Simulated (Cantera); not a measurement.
Feed: 1 mol Si3N4, 8 mol F2, 86 mol N2, held at 650 °C and 0.443 Torr.

Cantera equilibrium calculation (NASA polynomials, part measured and part estimated; ideal gas, pure solids and liquids). Candidate condensed phases: Si, Si3N4; 16 gas species. The numbers say what is thermodynamically allowed, not how fast it happens.

Base state: N2 0.927, F 0.0411, SiF4 0.0316, F2 0.000538 (mole fractions); condensed: gas only.

**Question.** What changes in the equilibrium state with this change: F2 from 8 to 3.2 mol?

**Answer.** 
```json
[
 {"species": "N2", "before": "0.927", "after": "0.982"},
 {"species": "SiF4", "before": "0.0316", "after": "0.0180"},
 {"species": "F", "before": "0.0411", "after": "<1e-9"},
 {"species": "F2", "before": "0.000538", "after": "<1e-9"},
 {"species": "Si3N4(s), mol", "before": "0", "after": "0.467"}
]
```
